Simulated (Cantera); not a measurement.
Charge: 1 mol Si(CH3)4, 0.43 mol C2H4, 830 mol H2, at 7700 Pa.

These are equilibrium values from Cantera (NASA tables, ideal gas, pure condensed phases), not measurements of a reactor. Candidate condensed phases: C, C6H6, C7H8, C8H18, Si, SiC; 87 gas species. Gases not in the tables: Si2H6 and higher silanes. Kinetics and transport are ignored.

Q: Which condensed phases are stable at each of these points (T (K)): 1275, 1375, 1475, 1575, 1675, 1775, 1875, 1975, 2075, 2175, 2275, 2375, 2475, 2575?

A: 
| T (K) | condensed phases | Si condensed (%) |
|---|---|---|
| 1275 | C(graphite) + SiC(s) | 100.0 |
| 1375 | C(graphite) + SiC(s) | 100.0 |
| 1475 | C(graphite) + SiC(s) | 100.0 |
| 1575 | C(graphite) + SiC(s) | 100.0 |
| 1675 | C(graphite) + SiC(s) | 100.0 |
| 1775 | C(graphite) + SiC(s) | 99.9 |
| 1875 | C(graphite) + SiC(s) | 99.4 |
| 1975 | C(graphite) + SiC(s) | 97.4 |
| 2075 | C(graphite) + SiC(s) | 88.7 |
| 2175 | C(graphite) + SiC(s) | 56.1 |
| 2275 | gas only | 0.0 |
| 2375 | gas only | 0.0 |
| 2475 | gas only | 0.0 |
| 2575 | gas only | 0.0 |

From 1275 K to 2175 K the condensed part is C(graphite) + SiC(s). From 2275 K to 2575 K nothing is condensed.
